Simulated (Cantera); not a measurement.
A closed system holds: 1 mol CH2F2, 0.73 mol H2, at 1877 °C.

These are equilibrium values from Cantera (NASA tables, ideal gas, pure condensed phases), not measurements of a reactor. Candidate condensed phases: C, C6H6, C7H8, C8H18; 95 gas species. Equilibrium is a limit: real reactors are often held back by kinetics, nucleation or transport.

At 6.80e-5 bar, list the 6 most abundant gas species with their mole fractions, and the condensed phases.

HF 0.661, H 0.194, H2 0.144, F 0.000645, C2H2 (acetylene) 0.000279, C3 1.26e-5. Condensed: C(graphite).
